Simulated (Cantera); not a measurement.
# SiHCl₃ + NH₃ + H₂ (silicon nitride deposition)

A closed system holds: 1 mol SiHCl₃, 2.1 mol NH₃, 1.1 mol H₂, equilibrated at 0.100 bar.

These are equilibrium values from Cantera (NASA tables, ideal gas, pure condensed phases), not measurements of a reactor. Candidate condensed phases: NH₄Cl, Si, Si₃N₄; 28 gas species. The tables' values for SiCl₃ are old estimates; treat these amounts as uncertain. Equilibrium is a limit: real reactors are often held back by kinetics, nucleation or transport.

```csv
T (K),log p H₂,log p HCl,log p N₂,log p SiCl₄,log p SiCl₂,n Si₃N₄(s)
773,-1.23,-1.55,-2.05,-2.35,-11.54,0.237
848,-1.24,-1.52,-2.07,-2.41,-9.86,0.249
923,-1.25,-1.50,-2.09,-2.47,-8.47,0.258
998,-1.25,-1.48,-2.10,-2.51,-7.29,0.266
1073,-1.26,-1.46,-2.11,-2.56,-6.28,0.272
1148,-1.26,-1.45,-2.12,-2.61,-5.40,0.277
1223,-1.27,-1.44,-2.13,-2.65,-4.64,0.280
1298,-1.27,-1.44,-2.13,-2.70,-3.98,0.281
1373,-1.27,-1.44,-2.12,-2.78,-3.41,0.276
1448,-1.27,-1.45,-2.10,-2.90,-2.93,0.262
```
log p: log10 of the partial pressure in bar; n: condensed amount in mol.

From 773 K to 1448 K the condensed part is Si₃N₄(s). The main Si-bearing gas is SiCl₄ throughout. The share of Si in condensed phases is highest at 1298 K (84.2 %) and lowest at 773 K (71.1 %).
